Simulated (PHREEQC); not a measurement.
A column of 0.1 m (40 cells, dispersivity 0.005 m, 60 s a shift, diffusion coefficient 3e-10 m²/s) holds 0.079 eq of the database's cation exchanger X per kg of pore water, first in equilibrium with 0.00032 mol/kgw MgCl2 and 1e-05 mol/kgw HCl. It is flushed with 0.0011 mol/kgw ZnCl2, 0.00048 mol/kgw BaCl2, 0.056 mol/kgw KCl and 1e-05 mol/kgw HCl, at 25 °C. Values are for the last cell. The system is closed to CO2. Nothing may precipitate in this run.

All values are PHREEQC results (ion-association model, phreeqc.dat), not measurements.

```csv
pore volumes,K in solution (mol/kgw),Zn in solution (mol/kgw),Ba in solution (mol/kgw),Cl in solution (mol/kgw),Mg in solution (mol/kgw)
0,0,0,0,0.000650,0.000320
0.3125,0,0,0,0.000653,0.000322
0.6125,2.73e-10,0,0,0.00503,0.00251
0.9125,5.19e-5,1.02e-10,3.54e-13,0.0267,0.0133
1.212,0.00186,5.22e-7,1.03e-8,0.0463,0.0222
1.512,0.00839,1.21e-5,5.74e-7,0.0552,0.0234
1.812,0.0181,5.60e-5,4.38e-6,0.0581,0.0200
2.112,0.0278,0.000135,1.48e-5,0.0589,0.0154
2.413,0.0361,0.000239,3.32e-5,0.0591,0.0112
2.562,0.0395,0.000296,4.55e-5,0.0591,0.00949
2.862,0.0449,0.000414,7.57e-5,0.0592,0.00665
3.163,0.0488,0.000532,0.000112,0.0592,0.00456
3.462,0.0514,0.000644,0.000153,0.0592,0.00307
3.763,0.0532,0.000744,0.000196,0.0592,0.00203
4.062,0.0544,0.000830,0.000239,0.0592,0.00132
4.362,0.0551,0.000901,0.000280,0.0592,0.000849
4.662,0.0555,0.000957,0.000317,0.0592,0.000538
4.963,0.0558,0.000999,0.000349,0.0592,0.000337
```
